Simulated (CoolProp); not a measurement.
Model: reference Helmholtz-energy equation of state, Akasaka 2022, in CoolProp.

Question: For R1233zd(E), give the phase and the density (kg/m³), cp (kJ/(kg K)), cv (kJ/(kg K)), Joule-Thomson coefficient (K/MPa) at 303.6 K and 4.86 MPa; 309.3 K and 4.86 MPa.

Answer: 
- 303.6 K and 4.86 MPa: liquid; density 1260, cp 1.18, cv 0.829, Joule-Thomson coefficient -0.297
- 309.3 K and 4.86 MPa: liquid; density 1250, cp 1.19, cv 0.837, Joule-Thomson coefficient -0.280
